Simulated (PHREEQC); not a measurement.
Alkaline etch or developer with alkaline etch or developer: speciation

Solution A (61 mmol/kgw TMAH and 1.6 mmol/kgw H3BO3) is mixed with solution B (0.00099 mol KOH, 1.8e-06 mol H4SiO4 and 0.0028 mol K3PO4 per kg of water) at 25 °C; shares are by mass of water, 1 kg in all. Oxygen alone is held at its pressure in air (log pO2 = -0.68). CO2 from the air is kept out. Only these solids could form: Chalcedony.

All values are PHREEQC results (ion-association model, wateq4f.dat), not measurements.

```tsv
share of solution B	pH	H3SiO4- (mol/kgw)	HPO4-2 (mol/kgw)	PO4-3 (mol/kgw)	H2SiO4-2 (mol/kgw)
0	12.68	0	0	0	0
0.1	12.63	1.18e-7	4.44e-5	0.000236	6.15e-8
0.2	12.59	2.46e-7	9.95e-5	0.000460	1.13e-7
0.3	12.53	3.85e-7	0.000169	0.000671	1.54e-7
0.4	12.47	5.36e-7	0.000258	0.000861	1.83e-7
0.5	12.40	7.00e-7	0.000375	0.00102	1.99e-7
0.6	12.32	8.77e-7	0.000532	0.00115	2.00e-7
0.7	12.21	1.07e-6	0.000750	0.00121	1.86e-7
0.8	12.07	1.28e-6	0.00106	0.00117	1.56e-7
0.9	11.86	1.50e-6	0.00153	0.000973	1.09e-7
1	11.46	1.72e-6	0.00225	0.000520	4.72e-8
```

(CH3)4N+ isn't in the database: it is added as a free cation with an ion size of 4 Å. H3PO4, which wateq4f.dat lacks, is added to it with the constant of phreeqc.dat.
